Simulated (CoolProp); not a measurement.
A closed Brayton cycle with nitrogen: compressor inlet 324.15 K and 6.5 MPa, high pressure 16.4 MPa, turbine inlet 845 K, compressor efficiency 0.85, turbine efficiency 0.93, recuperator effectiveness 0.95 (on enthalpy, no pinch check). Each further row changes one setting.

Values from CoolProp's reference Helmholtz-energy equation of state, Span 2000.

| case | thermal efficiency (%) | net work (kJ/kg) | compressor to turbine work | compressor exit (K) | turbine exit (K) |
|---|---|---|---|---|---|
| as stated | 34.7 | 75.0 | 0.62 | 441.1 | 672.4 |
| turbine inlet 795 K | 31.2 | 63.2 | 0.66 | 441.1 | ? |
| compressor inlet 334.15 K | 33.0 | 70.9 | 0.65 | 454.6 | 672.4 |
| high pressure 13.9 MPa | ? | 67.7 | 0.59 | ? | 700.6 |
| recuperator effectiveness 0.5 | 22.7 | 75.0 | 0.62 | 441.1 | 672.4 |

Complete the blanks.


- turbine inlet 795 K, turbine exit (K): 631.0
- high pressure 13.9 MPa, thermal efficiency (%): 36.3
- high pressure 13.9 MPa, compressor exit (K): 417.9
